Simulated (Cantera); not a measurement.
Cantera run:

```python
import numpy as np
import cantera as ct

gas_names = """
    F F2 H HF H2 H2F2 H3F3 H4F4 H5F5 H6F6 H7F7 N NF NF2 NF3 NH NH2 NH3 N2 N2H2 N2H4
""".split()
cond_names = """

""".split()


# ... load() reads the species with a 1 bar reference pressure and builds the phases ...
atoms = {
    'HF': {'H': 1, 'F': 1},
    'H2': {'H': 2},
    'N2': {'N': 2},
}
top_T = {}  # K; cautious upper limits of use, not melting points


# ... equilibrate(T, P, feed) seeds the gas with the atoms and calls Mixture.equilibrate('TP', solver="vcs", rtol=1e-11, max_steps=5000) ...
results = []
feed = {'HF': 1, 'H2': 0.11, 'N2': 2.2}  # mol
P = 1333.22  # Pa
for T in [1825, 2025, 2225, 2425, 2625, 2825, 3025]:
    mix = equilibrate(T, P, feed)
    results.append((T, P, feed, dict(zip(mix.species_names, mix.species_moles))))

top = {s: max(r[3][s] / sum(r[3][g] for g in gas_names) for r in results) for s in gas_names}
cols = sorted((s for s in top if top[s] > 1e-05), key=lambda s: -top[s])[:8]
seen = [c for c in cond_names if any(r[3].get(c, 0) > 1e-12 for r in results)]
print("log10 of partial pressures in bar; condensed amounts in mol")
print(f"{'T/K':>10s}" + "".join(f"{s[:9]:>10s}" for s in cols + seen))
for T, P, feed, n in results:
    ng = sum(n[g] for g in gas_names)
    print(f"{T:10.4g}" + "".join(f"{np.log10(max(n[s] / ng * P / 1e5, 1e-99)):10.3f}" for s in cols)
          + "".join(f"{n.get(c, 0):10.4g}" for c in seen))
```

Result:

```
log10 of partial pressures in bar; condensed amounts in mol
       T/K        N2        HF         H         F        H2         N
      1825    -2.053    -2.395    -5.035    -7.796    -3.358   -11.273
      2025    -2.053    -2.396    -4.403    -6.767    -3.374    -9.916
      2225    -2.055    -2.397    -3.900    -5.904    -3.422    -8.803
      2425    -2.058    -2.401    -3.517    -5.146    -3.539    -7.874
      2625    -2.062    -2.409    -3.254    -4.444    -3.763    -7.086
      2825    -2.069    -2.429    -3.078    -3.804    -4.058    -6.411
      3025    -2.082    -2.486    -2.912    -3.300    -4.286    -5.828
```

Cantera equilibrium calculation (NASA polynomials, part measured and part estimated; ideal gas, pure solids and liquids).
